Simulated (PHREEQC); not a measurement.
Sulfide liquor

Make-up at 25 °C: 3.5 mmol/kgw H2S, 20 mmol/kgw NaHCO3 and 0.78 mmol/kgw ZnCl2. Closed to the air; pH follows from the charge balance.

Computed with PHREEQC (ion-association model, wateq4f.dat).

- pH = 7.08
- ionic strength = 0.0199 mol/kgw
- total alkalinity = 20.0 meq/kg

```
species  molality  activity   log γ
-------  --------  --------  ------
Na+        0.0198    0.0173  -0.059
HCO3-      0.0171    0.0149  -0.058
CO2       0.00278   0.00279   0.002
Cl-       0.00156   0.00135  -0.062
HS-       0.00119   0.00103  -0.062
Zn(HS)2  0.000767  0.000770   0.002
H2S      0.000742  0.000745   0.002
NaHCO3   0.000145  0.000146   0.002
```

No solid was allowed to form. Saturation is exceeded, for instance for ZnS(a), Sphalerite (slow to form); the values hold only as long as no solid forms. The polysulfide entries of wateq4f.dat were taken out for this run.
